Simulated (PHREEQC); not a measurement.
A solution holds 0.0021 mol H2SO4, 0.000374 mol CuSO4 and 0.0029 mol KCl per kg of water, at 20 °C and 500 atm. Closed to the air; pH follows from the charge balance.

Model: ion-association model, phreeqc.dat, run in PHREEQC.

Precipitation was switched off in this run.

### Question
Order these Cu species by the share of Cu that they hold, largest first: CuCl+, Cu+2, CuSO4.

### Answer
Cu+2 (89 %), CuSO4 (11 %), CuCl+ (0.33 %)

### Question
Order these S species by the share of S that they hold, largest first: CuSO4, SO4-2, HSO4-, KSO4-.

### Answer
SO4-2 (86 %), HSO4- (11 %), CuSO4 (1.6 %), KSO4- (0.85 %)

The pH is 2.44 and the ionic strength 0.00992 mol/kgw. Under pressure, the constants of complexes without a molar volume in the database are unreliable.
